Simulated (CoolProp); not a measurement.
Vapour-liquid equilibrium of acetone (1) + n-nonane (2) at 177.05 °C; x and y are mole fractions of (1).

Values from CoolProp's multi-fluid Helmholtz-energy mixture model, Lemmon 2006 and Lemmon 2006; pair parameters Bell 2016.

```tsv
x	bubble pressure, mixture model (bar)	bubble pressure, Raoult's law (bar)	y, mixture model	y, Raoult's law
0.05	3.369	2.781	0.417	0.338
0.15	5.852	4.470	0.665	0.632
0.25	7.869	6.158	0.755	0.764
0.35	9.522	7.847	0.803	0.840
0.45	10.94	9.536	0.836	0.888
0.55	12.23	11.22	0.863	0.922
0.65	13.52	12.91	0.888	0.948
0.75	14.87	14.60	0.915	0.967
0.85	16.34	16.29	0.945	0.982
0.95	17.96	17.98	0.980	0.995
```

The largest gap from Raoult's law is +30.9 % in bubble pressure, at x = 0.15. No azeotrope shows between x = 0.05 and 0.95.

The pair parameters rest on a limited set of measurements; away from them the model extrapolates.
